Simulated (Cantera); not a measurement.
A perfectly stirred reactor is fed with N2O : O2 = 1 : 0.016 (molar parts), at 23.3 Torr; it is held at 1525 K, and followed from long to short residence time.

Detailed kinetics in Cantera: GRI-Mech 3.0 (53 species, 325 reactions). GRI-Mech 3.0 was tuned for natural gas; its chemistry of N2O as a main component is partial and can be far from experiment. Radical loss at walls, strong at low pressure, is not modelled. The temperature is held fixed by assumption; the heat of reaction is taken as removed at once.

x: mole fraction; the columns are a selection and need not sum to one.

```csv
τ (s),x N2O,x O2,x NO2,x NO,x O
1.2,0.189,0.209,___,0.137,8.89e-5
0.61,0.312,0.179,___,0.117,8.98e-5
0.31,0.470,0.141,___,0.0897,9.03e-5
0.15,0.643,0.0985,___,0.0596,9.05e-5
0.077,0.773,0.0668,___,0.0368,9.06e-5
0.038,0.868,0.0440,___,0.0204,9.06e-5
0.019,0.922,0.0307,___,0.0108,9.04e-5
0.0096,0.952,0.0235,___,0.00562,9.01e-5
0.0048,0.968,0.0197,___,0.00283,8.93e-5
0.0024,0.976,0.0177,___,0.00141,8.79e-5
```

Problem. Some entries are withheld; supply them.

Solution. 
- 1.2, x NO2: 4.52e-5
- 0.61, x NO2: 3.56e-5
- 0.31, x NO2: 2.47e-5
- 0.15, x NO2: 1.43e-5
- 0.077, x NO2: 7.66e-6
- 0.038, x NO2: 3.54e-6
- 0.019, x NO2: 1.49e-6
- 0.0096, x NO2: 5.61e-7
- 0.0048, x NO2: 1.83e-7
- 0.0024, x NO2: 5.29e-8
